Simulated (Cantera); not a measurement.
A perfectly stirred reactor is fed with CH3OH : O2 : N2 = 0.0025 : 0.0022 : 1 (molar parts), equivalence ratio 1.7, at 0.970 bar; it is held at 975 K, and followed from long to short residence time.

Cantera simulation using GRI-Mech 3.0 (53 species, 325 reactions); the numbers are that mechanism's predictions, not measurements. GRI-Mech 3.0 was tuned for natural gas; its chemistry of methanol as a main component is partial and can be far from experiment.

### Question
What does this change do: CH3OH 0.0025 to 0.00031 parts?

### Answer
```tsv
quantity	before	after
x(CH3OH) at τ = 2.10 s	0.000344	5.53e-5
x(O2) at τ = 2.10 s	0.000938	0.00199
x(C2H2) at τ = 2.10 s	<1e-12	<1e-12
x(CO) at τ = 2.10 s	0.00173	0.000205
x(C2H6) at τ = 2.10 s	<1e-12	<1e-12
x(CH3OH) at τ = 14.0 ms	0.00249	0.000309
x(O2) at τ = 14.0 ms	0.00219	0.00219
x(C2H2) at τ = 14.0 ms	<1e-12	<1e-12
x(CO) at τ = 14.0 ms	8.04e-11	9.99e-12
x(C2H6) at τ = 14.0 ms	<1e-12	<1e-12
```
